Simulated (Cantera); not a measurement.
A freely propagating, adiabatic, planar premixed flame of CO : H2 : O2 : N2 = 1 : 0.84 : 0.836 : 3.76 (molar parts), equivalence ratio 1.1, unburnt at 525 K and 3750 Torr; mixture-averaged transport, grid criteria slope 0.08 and curve 0.16, no radiation.

Detailed kinetics in Cantera: GRI-Mech 3.0 (53 species, 325 reactions). The hydrogen kinetics of GRI-Mech 3.0 are dated; newer H2 mechanisms differ, most at raised pressure. Burning velocities carry a grid error of a few per cent, more on coarse grids.

What does this change do: H2 0.84 to 1.1 parts?


```
quantity                     before      after
------------------------  ---------  ---------
laminar burning velocity   193 cm/s   265 cm/s
thermal thickness         0.0829 mm  0.0720 mm
peak x(H2O2)               0.000102    9.46e-5
```

What does this change do: inlet temperature 525 to 700 K?


```csv
quantity,before,after
laminar burning velocity,193 cm/s,380 cm/s
thermal thickness,0.0829 mm,0.0889 mm
peak x(H2O2),0.000102,6.17e-5
```
